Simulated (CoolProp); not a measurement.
The fluid at 293.15 K and 0.38 MPa flows at 0.41 m/s in a round tube of 100 mm bore and 45 µm roughness, fully developed (64/Re and Nu = 3.66 if laminar; Colebrook and Gnielinski if turbulent). The same conditions are run with several fluids, on thermodynamics alone (safety and materials aside).

The numbers come from the reference Helmholtz-energy equation of state of each fluid (n-octane: Beckmüller 2019; toluene: Lemmon 2006; R141b: Lemmon 2006; benzene: Thol 2012; n-heptane: Span 2003) in CoolProp.

**Question.** Rank n-octane, toluene, R141b, benzene, n-heptane by Reynolds number, highest first.

**Answer.** R141b (118000), n-heptane (67800), toluene (60400), benzene (55600), n-octane (52800)

```json
[
 {"fluid": "n-octane", "Darcy friction factor": "0.0222", "pressure drop (Pa/m)": "13.1", "heat-transfer coefficient (W/(m² K))": "519", "mass flow (kg/h)": "8150"},
 {"fluid": "toluene", "Darcy friction factor": "0.0217", "pressure drop (Pa/m)": "15.8", "heat-transfer coefficient (W/(m² K))": "555", "mass flow (kg/h)": "10100"},
 {"fluid": "R141b", "Darcy friction factor": "0.0197", "pressure drop (Pa/m)": "20.6", "heat-transfer coefficient (W/(m² K))": "620", "mass flow (kg/h)": "14400"},
 {"fluid": "benzene", "Darcy friction factor": "0.0220", "pressure drop (Pa/m)": "16.3", "heat-transfer coefficient (W/(m² K))": "567", "mass flow (kg/h)": "10200"},
 {"fluid": "n-heptane", "Darcy friction factor": "0.0213", "pressure drop (Pa/m)": "12.2", "heat-transfer coefficient (W/(m² K))": "576", "mass flow (kg/h)": "7930"}
]
```

Transport values come from each fluid's own correlations; those of R141b are estimates that may be off by 10 % or more.
